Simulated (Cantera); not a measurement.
# Equilibrium for silicon carbide growth: SiH₂Cl₂ + C₂H₄ + H₂

A closed system holds: 1 mol SiH₂Cl₂, 0.0073 mol C₂H₄, 6.3 mol H₂, at 0.100 bar.

Cantera equilibrium calculation (NASA polynomials, part measured and part estimated; ideal gas, pure solids and liquids). Candidate condensed phases: C, C₆H₆, C₇H₈, C₈H₁₈, Si, SiC; 109 gas species. Mutual solubility and eutectic melting of coexisting phases are not modelled. The tables' values for SiCl₃ are old estimates; treat these amounts as uncertain. The numbers say what is thermodynamically allowed, not how fast it happens.

```json
[
 {"T (K)": "1075", "x H₂": "0.908", "x HCl": "0.0297", "x SiCl₂": "0.00190", "x SiCl₄": "0.0415", "x SiHCl₃": "0.0158", "x SiCl₃": "0.00223", "x SiH₂Cl₂": "0.000700", "x H": "4.42e-8", "n Si(s)": "0.498", "n SiC(s)": "0.0146"},
 {"T (K)": "1125", "x H₂": "0.899", "x HCl": "0.0409", "x SiCl₂": "0.00393", "x SiCl₄": "0.0375", "x SiHCl₃": "0.0143", "x SiCl₃": "0.00346", "x SiH₂Cl₂": "0.000673", "x H": "1.33e-7", "n Si(s)": "0.513", "n SiC(s)": "0.0146"},
 {"T (K)": "1175", "x H₂": "0.888", "x HCl": "0.0538", "x SiCl₂": "0.00744", "x SiCl₄": "0.0324", "x SiHCl₃": "0.0126", "x SiCl₃": "0.00496", "x SiH₂Cl₂": "0.000629", "x H": "3.65e-7", "n Si(s)": "0.525", "n SiC(s)": "0.0146"},
 {"T (K)": "1225", "x H₂": "0.876", "x HCl": "0.0678", "x SiCl₂": "0.0128", "x SiCl₄": "0.0261", "x SiHCl₃": "0.0105", "x SiCl₃": "0.00651", "x SiH₂Cl₂": "0.000566", "x H": "9.22e-7", "n Si(s)": "0.533", "n SiC(s)": "0.0146"},
 {"T (K)": "1275", "x H₂": "0.862", "x HCl": "0.0817", "x SiCl₂": "0.0201", "x SiCl₄": "0.0194", "x SiHCl₃": "0.00825", "x SiCl₃": "0.00773", "x SiH₂Cl₂": "0.000487", "x H": "2.16e-6", "n Si(s)": "0.535", "n SiC(s)": "0.0146"},
 {"T (K)": "1325", "x H₂": "0.850", "x HCl": "0.0940", "x SiCl₂": "0.0285", "x SiCl₄": "0.0129", "x SiHCl₃": "0.00599", "x SiCl₃": "0.00824", "x SiH₂Cl₂": "0.000398", "x H": "4.77e-6", "n Si(s)": "0.530", "n SiC(s)": "0.0146"},
 {"T (K)": "1375", "x H₂": "0.840", "x HCl": "0.103", "x SiCl₂": "0.0367", "x SiCl₄": "0.00777", "x SiHCl₃": "0.00402", "x SiCl₃": "0.00788", "x SiH₂Cl₂": "0.000309", "x H": "9.93e-6", "n Si(s)": "0.521", "n SiC(s)": "0.0146"},
 {"T (K)": "1425", "x H₂": "0.833", "x HCl": "0.110", "x SiCl₂": "0.0437", "x SiCl₄": "0.00428", "x SiHCl₃": "0.00254", "x SiCl₃": "0.00689", "x SiH₂Cl₂": "0.000230", "x H": "1.97e-5", "n Si(s)": "0.511", "n SiC(s)": "0.0146"}
]
```
x: gas mole fraction; n: condensed amount in mol.

From 1075 K to 1425 K the condensed part is Si(s) + SiC(s). The main Si-bearing gas is SiCl₄ at 1075 K and SiCl₂ at 1425 K. The share of Si in condensed phases is highest at 1275 K (55.0 %) and lowest at 1075 K (51.3 %).
